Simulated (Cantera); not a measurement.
Charge: 1 mol Ti(OiPr)4, 0.12 mol O2, 0.3 mol CH4, at 0.00390 bar.

Cantera equilibrium calculation (NASA polynomials, part measured and part estimated; ideal gas, pure solids and liquids). Candidate condensed phases: C, C6H6, C7H8, C8H18, H2O, Ti, TiC, TiO, TiO2, Ti2O3, Ti3O5, Ti4O7; 113 gas species. The feed counts by its element totals alone. TiC: taken at fixed stoichiometry. Rates play no part.

x: gas mole fraction; n: condensed amount in mol.

```csv
T (K),x H2,x CO,x H,x C2H2 (acetylene),x CH4,n C(graphite),n TiC(s)
1423,0.775,0.225,9.36e-5,2.66e-6,…,7.06,1.00
1498,0.775,0.225,0.000242,6.83e-6,…,7.06,1.00
1573,0.774,0.225,0.000573,1.60e-5,…,7.06,1.00
1648,0.774,0.225,0.00125,3.46e-5,…,7.06,1.00
1723,0.773,0.225,0.00257,6.99e-5,…,7.06,1.00
1798,0.770,0.224,0.00495,0.000133,…,7.05,1.00
1873,0.767,0.224,0.00905,0.000239,…,7.05,1.00
1948,0.761,0.223,0.0158,0.000410,…,7.04,1.000
2023,0.751,0.222,0.0264,0.000671,…,7.03,1.000
2098,0.736,0.220,0.0423,0.00105,…,7.02,1.000
```

Q: Some entries are withheld; supply them.

A: 
- 1423, x CH4: 8.92e-6
- 1498, x CH4: 6.07e-6
- 1573, x CH4: 4.29e-6
- 1648, x CH4: 3.13e-6
- 1723, x CH4: 2.34e-6
- 1798, x CH4: 1.79e-6
- 1873, x CH4: 1.40e-6
- 1948, x CH4: 1.10e-6
- 2023, x CH4: 8.79e-7
- 2098, x CH4: 7.01e-7
